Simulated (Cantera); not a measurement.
Low-pressure radical oxidation in H2/O2

A perfectly stirred reactor is fed with H2 : O2 = 0.011 : 1 (molar parts), equivalence ratio 0.0055, at 20.0 Torr; it is held at 1300 K, and followed from long to short residence time.

Computed with Cantera and GRI-Mech 3.0 (53 species, 325 reactions). Radical loss at walls, strong at low pressure, is not modelled.

```csv
τ (s),x H2,x O2,x H,x OH,x H2O
0.39,4.33e-5,0.986,5.16e-5,0.000590,0.0106
0.21,6.17e-5,0.986,8.43e-5,0.000699,0.0105
0.11,9.01e-5,0.984,0.000134,0.000823,0.0103
0.056,0.000136,0.983,0.000201,0.000959,0.0102
0.029,0.000211,0.982,0.000276,0.00110,0.01000
0.015,0.000339,0.981,0.000356,0.00126,0.00975
0.0079,0.000556,0.981,0.000433,0.00143,0.00940
0.0041,0.000945,0.981,0.000506,0.00165,0.00886
0.0021,0.00164,0.981,0.000561,0.00188,0.00802
0.0011,0.00278,0.982,0.000563,0.00204,0.00680
0.00058,0.00465,0.983,0.000472,0.00197,0.00501
```
x: mole fraction; the columns are a selection and need not sum to one.
